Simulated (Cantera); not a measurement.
Cantera run:

```python
import numpy as np
import cantera as ct

gas_names = """
    CL CL2 H HCL H2 N NH NH2 NH3 N2 N2H2 N2H4 Si SiCL SiCL2 SiCL3 SiCL4 SiH SiHCL3 SiH2 SiH2CL2 SiH3
    SiH3CL SiH4 SiN Si2 Si2N Si3
""".split()
cond_names = """
    NH4CL(a) NH4CL(b) Si(cr) Si(L) Si3N4(a)
""".split()


# ... load() reads the species with a 1 bar reference pressure and builds the phases ...
atoms = {
    'SiH2Cl2': {'Si': 1, 'H': 2, 'CL': 2},
    'HCl': {'H': 1, 'CL': 1},
    'N2': {'N': 2},
}
top_T = {'Si3N4(a)': 2400}  # K; cautious upper limits of use, not melting points


# ... equilibrate(T, P, feed) seeds the gas with the atoms and calls Mixture.equilibrate('TP', solver="vcs", rtol=1e-11, max_steps=5000) ...
results = []
feed = {'SiH2Cl2': 1, 'HCl': 0.51, 'N2': 56}  # mol
P = 13332.2  # Pa
for T in [825, 975, 1125, 1275, 1425, 1575, 1725]:
    mix = equilibrate(T, P, feed)
    results.append((T, P, feed, dict(zip(mix.species_names, mix.species_moles))))

top = {s: max(r[3][s] / sum(r[3][g] for g in gas_names) for r in results) for s in gas_names}
cols = sorted((s for s in top if top[s] > 0.0001), key=lambda s: -top[s])[:8]
seen = [c for c in cond_names if any(r[3].get(c, 0) > 1e-12 for r in results)]
print("log10 of partial pressures in bar; condensed amounts in mol")
print(f"{'T/K':>10s}" + "".join(f"{s[:9]:>10s}" for s in cols + seen))
for T, P, feed, n in results:
    ng = sum(n[g] for g in gas_names)
    print(f"{T:10.4g}" + "".join(f"{np.log10(max(n[s] / ng * P / 1e5, 1e-99)):10.3f}" for s in cols)
          + "".join(f"{n.get(c, 0):10.4g}" for c in seen))
```

It prints:

```
log10 of partial pressures in bar; condensed amounts in mol
       T/K        N2       HCL        H2     SiCL2     SiCL4     SiCL3  Si3N4(a)
       825    -0.893    -2.428    -2.987   -11.182    -3.288    -8.207    0.2588
       975    -0.893    -2.395    -3.054    -8.458    -3.355    -6.633    0.2695
      1125    -0.893    -2.375    -3.104    -6.474    -3.409    -5.486    0.2763
      1275    -0.893    -2.363    -3.138    -4.976    -3.469    -4.629     0.279
      1425    -0.893    -2.367    -3.130    -3.861    -3.634    -4.045    0.2663
      1575    -0.894    -2.420    -3.009    -3.181    -4.199    -3.899    0.2098
      1725    -0.894    -2.551    -2.835    -2.873    -5.162    -4.153    0.1268
```

Cantera equilibrium calculation (NASA polynomials, part measured and part estimated; ideal gas, pure solids and liquids). N2 is the only nitrogen source here; it is nearly inert below about 1500 K, so the nitride shown seldom forms there in practice. The tables' values for SiCl3 are old estimates; treat these amounts as uncertain.
